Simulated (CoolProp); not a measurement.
A closed Brayton cycle with dry air: compressor inlet 316.15 K and 2 MPa, high pressure 5.72 MPa, turbine inlet 935 K, compressor efficiency 0.85, turbine efficiency 0.85, recuperator effectiveness 0 (on enthalpy, no pinch check). Each further row changes one setting.

Computed with CoolProp (reference Helmholtz-energy equation of state, Lemmon 2000). It is a pseudo-pure fit of the blend.

```json
[
 {"case": "as stated", "thermal efficiency (%)": "15.2", "net work (kJ/kg)": "80.7", "compressor to turbine work": "0.62", "compressor exit (K)": "446.6", "turbine exit (K)": "745.4"},
 {"case": "turbine inlet 885 K", "thermal efficiency (%)": "14.6", "net work (kJ/kg)": "69.2", "compressor to turbine work": "0.66", "compressor exit (K)": "446.6", "turbine exit (K)": "704.0"},
 {"case": "compressor inlet 326.15 K", "thermal efficiency (%)": "14.8", "net work (kJ/kg)": "76.4", "compressor to turbine work": "0.64", "compressor exit (K)": "460.5", "turbine exit (K)": "745.4"},
 {"case": "high pressure 4.86 MPa", "thermal efficiency (%)": "13.5", "net work (kJ/kg)": "74.6", "compressor to turbine work": "0.59", "compressor exit (K)": "423.8", "turbine exit (K)": "771.9"},
 {"case": "recuperator effectiveness 0.5", "thermal efficiency (%)": "21.6", "net work (kJ/kg)": "80.7", "compressor to turbine work": "0.62", "compressor exit (K)": "446.6", "turbine exit (K)": "745.4"}
]
```
